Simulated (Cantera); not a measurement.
## Dilute partial oxidation

An isothermal, constant-pressure homogeneous reactor starts with 1.76 % CH₄, 5.80 % O₂, 92.4 % N₂, at 1448 K and 0.908 atm.

Cantera simulation using GRI-Mech 3.0 (53 species, 325 reactions); the numbers are that mechanism's predictions, not measurements. The temperature is held fixed by assumption; the heat of reaction is taken as removed at once.

```json
[
 {"t (s)": "4.00e-5", "x CH₄": "0.0176", "x O₂": "0.0580", "x OH": "3.62e-9", "x NO": "<1e-12", "x HCO": "<1e-12", "x CH₂CO": "<1e-12"},
 {"t (s)": "0.000150", "x CH₄": "0.0176", "x O₂": "0.0580", "x OH": "7.52e-9", "x NO": "<1e-12", "x HCO": "<1e-12", "x CH₂CO": "<1e-12"},
 {"t (s)": "0.000565", "x CH₄": "0.0176", "x O₂": "0.0580", "x OH": "2.93e-8", "x NO": "<1e-12", "x HCO": "1.76e-11", "x CH₂CO": "1.92e-12"},
 {"t (s)": "0.00213", "x CH₄": "0.0175", "x O₂": "0.0579", "x OH": "2.11e-7", "x NO": "<1e-12", "x HCO": "1.42e-9", "x CH₂CO": "9.38e-9"},
 {"t (s)": "0.00799", "x CH₄": "<1e-12", "x O₂": "0.0230", "x OH": "0.000524", "x NO": "3.54e-6", "x HCO": "1.34e-10", "x CH₂CO": "<1e-12"},
 {"t (s)": "0.0300", "x CH₄": "<1e-12", "x O₂": "0.0227", "x OH": "5.32e-5", "x NO": "3.63e-6", "x HCO": "<1e-12", "x CH₂CO": "<1e-12"},
 {"t (s)": "0.113", "x CH₄": "<1e-12", "x O₂": "0.0227", "x OH": "2.14e-5", "x NO": "3.63e-6", "x HCO": "<1e-12", "x CH₂CO": "<1e-12"},
 {"t (s)": "0.425", "x CH₄": "<1e-12", "x O₂": "0.0227", "x OH": "1.71e-5", "x NO": "3.64e-6", "x HCO": "<1e-12", "x CH₂CO": "<1e-12"},
 {"t (s)": "1.60", "x CH₄": "<1e-12", "x O₂": "0.0227", "x OH": "1.71e-5", "x NO": "3.64e-6", "x HCO": "<1e-12", "x CH₂CO": "<1e-12"},
 {"t (s)": "6.00", "x CH₄": "<1e-12", "x O₂": "0.0227", "x OH": "1.71e-5", "x NO": "3.65e-6", "x HCO": "<1e-12", "x CH₂CO": "<1e-12"}
]
```
x: mole fraction; the columns are a selection and need not sum to one.

Equilibrium at this temperature and pressure: CH₄ <1e-12, O₂ 0.0225, OH 1.70e-5, NO 0.000335, HCO <1e-12, CH₂CO <1e-12 (gas phase only).
